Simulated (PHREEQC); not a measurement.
0.73 g of hydrous ferric oxide (600 m²/g; 0.2 weak and 0.005 strong sites per Fe, Dzombak-Morel constants, diffuse double layer) in 1 kg of water with 0.001 mol/kgw of an inert sodium salt and 7.6e-05 mol NaF and 0.00051 mol CuSO4, at 25 °C; the pH is set by adding NaOH or the inert anion's acid. Oxygen is held at 0.21 atm. The system is closed to CO2. No solid was allowed to form.

Model: ion-association model, wateq4f.dat, run in PHREEQC.

```csv
pH,F sorbed (%),S sorbed (%),Cu sorbed (%),surface charge σ (C/m²),surface potential ψ (mV)
3,90.6,99.9,0.1,0.110,175
3.67,92.1,99.9,2.2,0.076,163
4.33,85.7,99.3,12.2,0.045,140
5,69.1,95.9,53.7,0.024,116
5.67,50.5,85.1,93.4,0.014,98
6.33,38.6,65.8,99.4,0.011,81
7,29.3,43.4,99.8,0.009,68
7.67,18.1,18.8,99.7,0.007,53
8.33,6.8,2.7,99.5,0.003,28
9,1.7,0.2,99.5,-0.001,-9
9.67,0.4,0.0,99.4,-0.006,-46
10.33,0.1,0.0,99.3,-0.015,-82
11,0.0,0.0,98.9,-0.033,-115
```

The database's constant for dissolved Cu(OH)2 is higher than later reviews accept. The oxide is taken as insoluble; below pH 4 it would dissolve.
